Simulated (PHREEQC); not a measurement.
Make-up at 74 °C: 0.023 mol/kgw BaCl2, 0.016 mol/kgw NaF and 4.2e-07 mol/kgw H4SiO4. Closed to the air; pH follows from the charge balance.

The numbers come from PHREEQC with the ion-association model, wateq4f.dat.

Problem. The ionic strength comes out as 0.0849 mol/kgw. What activity coefficients do OH-, Ba+2, Cl-, Na+, F- get?

Solution. OH- 0.76, Ba+2 0.36, Cl- 0.76, Na+ 0.77, F- 0.76.

Precipitation was switched off in this run. Species that the database lacks are ignored. At this temperature some constants are extrapolated from 25 °C, and those without enthalpy data are left unchanged. SiF6-2 is the database's only silicon fluoride.
